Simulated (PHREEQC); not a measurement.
## Geothermal or formation water: speciation

A made-up water analysis in mmol/kgw, 90 °C, pH 6.6, pe 2.8:

```json
[
 {"constituent": "Na", "mmol/kgw": "93.6"},
 {"constituent": "K", "mmol/kgw": "48.4"},
 {"constituent": "Ca", "mmol/kgw": "1.99"},
 {"constituent": "Mg", "mmol/kgw": "3.04"},
 {"constituent": "Cl", "mmol/kgw": "141"},
 {"constituent": "S(6)", "mmol/kgw": "2.51"},
 {"constituent": "Alkalinity (meq/kgw)", "mmol/kgw": "6.65"},
 {"constituent": "B", "mmol/kgw": "0.666"},
 {"constituent": "Li", "mmol/kgw": "0.22"},
 {"constituent": "Sr", "mmol/kgw": "0.527"},
 {"constituent": "Mn(2)", "mmol/kgw": "0.702"}
]
```

Valence states are taken as typed.

Model: ion-association model, wateq4f.dat, run in PHREEQC.

```
Quantity                     Result
--------------------  -------------
ionic strength        0.158 mol/kgw
charge-balance error          0.7 %
```

| species | molality | activity | log γ |
|---|---|---|---|
| Cl- | 0.141 | 0.0985 | -0.156 |
| Na+ | 0.0931 | 0.0676 | -0.139 |
| K+ | 0.0481 | 0.0336 | -0.156 |
| HCO3- | 0.00599 | 0.00439 | -0.135 |
| Mg+2 | 0.00262 | 0.000825 | -0.502 |
| CO2 | 0.00255 | 0.00265 | 0.016 |
| Ca+2 | 0.00185 | 0.000546 | -0.529 |
| SO4-2 | 0.00149 | 0.000409 | -0.562 |
| H3BO3 | 0.000660 | 0.000684 | 0.016 |
| Mn+2 | 0.000490 | 0.000150 | -0.514 |
| Sr+2 | 0.000406 | 0.000121 | -0.525 |
| KSO4- | 0.000334 | 0.000245 | -0.135 |
| MgSO4 | 0.000302 | 0.000313 | 0.016 |

Precipitation was switched off in this run. Examples of supersaturated solids here: Rhodochrosite. Others may be too. Species that the database lacks are ignored. At this temperature some constants are extrapolated from 25 °C, and those without enthalpy data are left unchanged.
